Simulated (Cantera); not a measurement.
A Cantera script and what it prints.

```python
import numpy as np
import cantera as ct

gas_names = """
    B BH BH2 BH3 BO BO2 B2 B2O B2O2 B2O3 B3O3H3 H HBO HBO2 HO2 H2 H2O H2O2 H3B3O6 O OH O2 O3
""".split()
cond_names = """
    B(b) B(L) B2O3(L) B3O3H3(cr) H2O(s) H2O(L)
""".split()


# ... load() reads the species with a 1 bar reference pressure and builds the phases ...
atoms = {
    'B2O3': {'B': 2, 'O': 3},
    'O2': {'O': 2},
    'H2': {'H': 2},
}
top_T = {}  # K; cautious upper limits of use, not melting points


# ... equilibrate(T, P, feed) seeds the gas with the atoms and calls Mixture.equilibrate('TP', solver="vcs", rtol=1e-11, max_steps=5000) ...
results = []
feed = {'B2O3': 1, 'O2': 0.1, 'H2': 6.6}  # mol
T = 2398.15  # K
P = 630  # Pa
mix = equilibrate(T, P, feed)
results.append((T, P, feed, dict(zip(mix.species_names, mix.species_moles))))
print(gas.report(threshold=0.0001))
for i in range(1, mix.n_phases):
    print(f"{mix.phase(i).name:16s} {mix.phase_moles(i):12.5e} mol")
```

Output:

```
       temperature   2398.2 K
          pressure   630 Pa
           density   0.0003172 kg/m^3
  mean mol. weight   10.039 kg/kmol
   phase of matter   gas

                          1 kg             1 kmol
                     ---------------   ---------------
          enthalpy        2.8869e+06        2.8983e+07  J
   internal energy        9.0079e+05        9.0433e+06  J
           entropy             27362        2.7469e+05  J/K
    Gibbs function       -6.2731e+07       -6.2977e+08  J
 heat capacity c_p            3977.3             39930  J/K
 heat capacity c_v            3149.1             31615  J/K

                      mass frac. Y      mole frac. X     chem. pot. / RT
                     ---------------   ---------------   ---------------
                BO           0.17846           0.06683           -36.881
               BO2          0.017391         0.0040786           -60.216
              B2O2         0.0092543         0.0017327           -73.762
              B2O3           0.21055          0.030362           -97.097
                 H          0.015591           0.15528           -12.817
               HBO           0.06996          0.025249           -49.698
              HBO2            0.3177          0.072792           -73.033
                H2            0.1227           0.61103           -25.634
               H2O          0.055544          0.030953           -48.969
                 O         0.0003913        0.00024554           -23.335
                OH         0.0024435         0.0014424           -36.152
     [  +12 minor]        1.7313e-05        5.6652e-06

B(L)              0.00000e+00 mol
B2O3(L)           0.00000e+00 mol
```

Cantera equilibrium calculation (NASA polynomials, part measured and part estimated; ideal gas, pure solids and liquids).
